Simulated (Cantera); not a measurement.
**Equilibrium for aluminium nitride and oxide growth: AlCl3 + NH3 + H2**

Input: 1 mol AlCl3, 30 mol NH3, 18 mol H2, held at 133 Pa.

Cantera equilibrium calculation (NASA polynomials, part measured and part estimated; ideal gas, pure solids and liquids). Candidate condensed phases: Al, AlCl3, AlN, NH4Cl; 20 gas species. The tables' values for AlCl2 are old estimates; treat these amounts as uncertain. Kinetics and transport are ignored.

From 1298 K to 1448 K the condensed part is AlN(s). From 1523 K to 2048 K nothing is condensed. The main Al-bearing gas is AlCl3 at 1298 K and AlCl at 2048 K.

| T (K) | x H2 | x N2 | x H | x HCl | x AlCl | n AlN(s) |
|---|---|---|---|---|---|---|
| 1298 | 0.781 | 0.185 | 2.59e-5 | 0.0319 | 0.000535 | 0.806 |
| 1373 | 0.780 | 0.185 | 8.06e-5 | 0.0295 | 0.00291 | 0.610 |
| 1448 | 0.777 | 0.188 | 0.000222 | 0.0227 | 0.0109 | 0.000139 |
| 1523 | 0.775 | 0.188 | 0.000557 | 0.0240 | 0.0117 | 0 |
| 1598 | 0.774 | 0.187 | 0.00128 | 0.0244 | 0.0120 | 0 |
| 1673 | 0.773 | 0.187 | 0.00274 | 0.0246 | 0.0122 | 0 |
| 1748 | 0.770 | 0.187 | 0.00549 | 0.0246 | 0.0123 | 0 |
| 1823 | 0.766 | 0.187 | 0.0104 | 0.0246 | 0.0122 | 0 |
| 1898 | 0.758 | 0.186 | 0.0186 | 0.0244 | 0.0122 | 0 |
| 1973 | 0.747 | 0.184 | 0.0319 | 0.0240 | 0.0120 | 0 |
| 2048 | 0.728 | 0.182 | 0.0523 | 0.0236 | 0.0116 | 0 |
x: gas mole fraction; n: condensed amount in mol.
